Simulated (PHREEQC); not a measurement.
Consider water at 9.9 °C with 0.2 mmol/kgw KHCO3, 0.048 mmol/kgw NaF and 0.14 mmol/kgw LiCl. Closed to the air; pH follows from the charge balance.

Model: ion-association model, phreeqc.dat, run in PHREEQC.

The pH comes out as 8.38. The ionic strength is 0.000390 mol/kgw and the total alkalinity is 0.200 meq/kg.

```csv
species,molality,activity,log γ
K+,0.000200,0.000196,-0.010
HCO3-,0.000196,0.000192,-0.009
Cl-,0.000140,0.000137,-0.010
Li+,0.000140,0.000137,-0.009
F-,4.80e-5,4.70e-5,-0.010
Na+,4.80e-5,4.70e-5,-0.010
CO2,2.33e-6,2.33e-6,0.000
CO3-2,1.62e-6,1.49e-6,-0.038
OH-,7.13e-7,6.98e-7,-0.010
NaHCO3,5.54e-9,5.54e-9,0.000
```

Precipitation was switched off in this run. Species that the database lacks are ignored. Constants without temperature data keep their 25 °C values here.
